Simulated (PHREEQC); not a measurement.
Solution (25 °C): 2.4 mmol/kgw HF, 1.8 mmol/kgw KF, 140 mmol/kgw H2SiF6 and 31 mmol/kgw HCl. Closed to the air; pH follows from the charge balance.

Model: ion-association model, phreeqc.dat, run in PHREEQC.

No solid was allowed to form.

Q: What pH, ionic strength does the model give?

A: pH 0.63; ionic strength 0.447 mol/kgw.

Q: In which forms is Si present?

A: SiF6-2 99 %, H4SiO4 1.0 % of the Si.

Examples of supersaturated solids here: Quartz (slow to form), Chalcedony (slow to form). Others may be too. SiF6-2 is the database's only silicon fluoride.
